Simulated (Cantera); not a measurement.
A freely propagating, adiabatic, planar premixed flame of CH4 : O2 : N2 = 1 : 1.67 : 5 (molar parts), equivalence ratio 1.2, unburnt at 500 K and 7500 Torr; mixture-averaged transport, grid criteria slope 0.08 and curve 0.16, no radiation.

Model: GRI-Mech 3.0 (53 species, 325 reactions), integrated in Cantera. Burning velocities carry a grid error of a few per cent, more on coarse grids.

Q: What does this change do: N2 5 to 6.5 parts?

A: 
| quantity | before | after |
|---|---|---|
| laminar burning velocity | 54.6 cm/s | 27.0 cm/s |
| thermal thickness | 0.0544 mm | 0.0955 mm |
| peak x(O) | 0.000665 | 0.000162 |
| peak x(H) | 0.00447 | 0.00210 |
